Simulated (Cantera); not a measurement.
An isothermal, constant-pressure homogeneous reactor starts with C2H6 : N2 = 1 : 37 (molar parts), at 1823 K and 0.132 atm.

Computed with Cantera and GRI-Mech 3.0 (53 species, 325 reactions). GRI-Mech 3.0 stops at C3 and has no aromatics, soot or wall deposition, so with more carbon than oxygen in the feed, carbon stays in small species such as C2H2 where larger ones or solid carbon would form.

x: mole fraction; the columns are a selection and need not sum to one.

```json
[
 {"t (s)": "0.000200", "x C2H6": "0.000149", "x CH4": "0.00526", "x CH2": "4.48e-5", "x C2H": "___", "x C2H2": "0.0140", "x H2": "0.0316", "x H": "0.00114"},
 {"t (s)": "0.000843", "x C2H6": "8.31e-6", "x CH4": "0.00443", "x CH2": "7.44e-6", "x C2H": "___", "x C2H2": "0.0216", "x H2": "0.0417", "x H": "0.000445"},
 {"t (s)": "0.00356", "x C2H6": "1.71e-6", "x CH4": "0.00353", "x CH2": "1.91e-6", "x C2H": "___", "x C2H2": "0.0230", "x H2": "0.0443", "x H": "0.000237"},
 {"t (s)": "0.0150", "x C2H6": "5.43e-7", "x CH4": "0.00241", "x CH2": "8.97e-7", "x C2H": "___", "x C2H2": "0.0237", "x H2": "0.0462", "x H": "0.000196"},
 {"t (s)": "0.0632", "x C2H6": "1.06e-7", "x CH4": "0.000973", "x CH2": "4.68e-7", "x C2H": "___", "x C2H2": "0.0245", "x H2": "0.0484", "x H": "0.000227"},
 {"t (s)": "0.267", "x C2H6": "6.77e-9", "x CH4": "0.000225", "x CH2": "1.37e-7", "x C2H": "1.24e-6", "x C2H2": "0.0248", "x H2": "0.0495", "x H": "0.000257"},
 {"t (s)": "1.12", "x C2H6": "3.01e-10", "x CH4": "4.57e-5", "x CH2": "2.98e-8", "x C2H": "1.28e-6", "x C2H2": "0.0249", "x H2": "0.0498", "x H": "0.000265"},
 {"t (s)": "4.74", "x C2H6": "2.36e-11", "x CH4": "1.09e-5", "x CH2": "7.21e-9", "x C2H": "1.29e-6", "x C2H2": "0.0249", "x H2": "0.0498", "x H": "0.000267"},
 {"t (s)": "20.0", "x C2H6": "1.59e-11", "x CH4": "8.08e-6", "x CH2": "5.33e-9", "x C2H": "1.28e-6", "x C2H2": "0.0249", "x H2": "0.0498", "x H": "0.000267"}
]
```

### Question
Fill in the missing entries.

### Answer

- 0.000200, x C2H: 4.89e-6
- 0.000843, x C2H: 2.23e-6
- 0.00356, x C2H: 1.19e-6
- 0.0150, x C2H: 9.70e-7
- 0.0632, x C2H: 1.10e-6
